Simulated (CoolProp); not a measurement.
Values from CoolProp's reference Helmholtz-energy equation of state, Span 1996.

Task: For carbon dioxide, give the phase and the cp (kJ/(kg K)), speed of sound (m/s), Prandtl number at 757 K and 16200 kPa; 757 K and 36900 kPa.

Result: 
- 757 K and 16200 kPa: supercritical; cp 1.22, speed of sound 432, Prandtl number 0.751
- 757 K and 36900 kPa: supercritical; cp 1.28, speed of sound 472, Prandtl number 0.791

Viscosity comes from a separate model (Laesecke 2017). Thermal conductivity comes from a separate model (Huber 2016).
